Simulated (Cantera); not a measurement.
Premixed flame

A freely propagating, adiabatic, planar premixed flame of CH4 : C2H6 : C3H8 : O2 : N2 = 1 : 0.28 : 0.068 : 5.11 : 16.9 (molar parts), unburnt at 548 K and 0.0987 atm; multicomponent transport, grid criteria slope 0.08 and curve 0.16, no radiation.

Detailed kinetics in Cantera: GRI-Mech 3.0 (53 species, 325 reactions). Burning velocities carry a grid error of a few per cent, more on coarse grids.

| z (mm) | T (K) | u (m/s) | x CH4 | x C2H6 | x C3H8 | x HCO | x H2 | x C2H2 |
|---|---|---|---|---|---|---|---|---|
| -8.35 | 548 | 1.35 | 0.0428 | 0.0120 | 0.00291 | <1e-8 | 0.000432 | <1e-8 |
| -5.57 | 549 | 1.35 | 0.0427 | 0.0120 | 0.00291 | <1e-8 | 0.00136 | <1e-8 |
| -4.18 | 552 | 1.36 | 0.0426 | 0.0119 | 0.00290 | <1e-8 | 0.00263 | 6.47e-8 |
| -2.78 | 580 | 1.43 | 0.0416 | 0.0118 | 0.00287 | <1e-8 | 0.00531 | 8.91e-7 |
| -1.39 | 831 | 2.08 | 0.0336 | 0.00956 | 0.00228 | 3.67e-7 | 0.0105 | 1.71e-5 |
| -0.696 | 1157 | 2.93 | 0.0216 | 0.00464 | 0.000949 | 1.07e-5 | 0.0132 | 5.60e-5 |
| 0 | 1494 | 3.83 | 0.00723 | 0.000426 | 5.37e-5 | 5.81e-5 | 0.0132 | 9.04e-5 |
| 0.696 | 1637 | 4.20 | 0.000989 | 3.61e-6 | 1.64e-7 | 2.26e-5 | 0.00966 | 1.68e-5 |
| 1.39 | 1669 | 4.28 | 8.08e-5 | 1.05e-8 | <1e-8 | 2.35e-6 | 0.00723 | 6.55e-7 |
| 2.78 | 1696 | 4.33 | 4.60e-7 | <1e-8 | <1e-8 | 2.11e-8 | 0.00651 | <1e-8 |
| 5.57 | 1730 | 4.40 | <1e-8 | <1e-8 | <1e-8 | <1e-8 | 0.00668 | <1e-8 |
| 11.1 | 1775 | 4.50 | <1e-8 | <1e-8 | <1e-8 | <1e-8 | 0.00622 | <1e-8 |
| 22.3 | 1835 | 4.63 | <1e-8 | <1e-8 | <1e-8 | <1e-8 | 0.00518 | <1e-8 |
x: mole fraction of selected species; z is measured from the peak of heat release.

```yaml
laminar_burning_velocity: 134 cm/s
thermal_thickness: 2.78 mm
peak x(HCO): 5.89e-5
peak x(H2): 0.0138
peak x(C2H2): 9.41e-5
grid_points: 150
```
